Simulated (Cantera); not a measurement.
Feed: 1 mol Cu, 8.8 mol HF, 9.4 mol N2, at 1100 °C and 48.0 Pa.

Cantera equilibrium calculation (NASA polynomials, part measured and part estimated; ideal gas, pure solids and liquids). Candidate condensed phases: Cu, CuF2; 25 gas species. Rates play no part.

Base state: N2 0.515, HF 0.481, CuF 0.00165, Cu 0.00165, H2 0.000823 (mole fractions); condensed: Cu(l).

What changes in the equilibrium state with this change: pressure from 48.0 Pa to 13300 Pa?


```tsv
species	before	after
N2	0.515	0.516
HF	0.481	0.483
CuF	0.00165	0.000253
Cu	0.00165	5.93e-6
H2	0.000823	0.000127
Cu(l), mol	0.940	0.995
```

What changes in the equilibrium state with this change: pressure from 48.0 Pa to 1330 Pa?


```
species       before     after
----------  --------  --------
N2             0.515     0.516
HF             0.481     0.483
CuF          0.00165  0.000546
Cu           0.00165   5.93e-5
H2          0.000823  0.000273
Cu(l), mol     0.940     0.989
```

What changes in the equilibrium state with this change: temperature from 1100 °C to 1152 °C?


```csv
species,before,after
N2,0.515,0.513
HF,0.481,0.478
Cu,0.00165,0.00453
H,4.36e-6,1.15e-5
CuF,0.00165,0.00274
H2,0.000823,0.00136
"Cu(l), mol",0.940,0.867
```
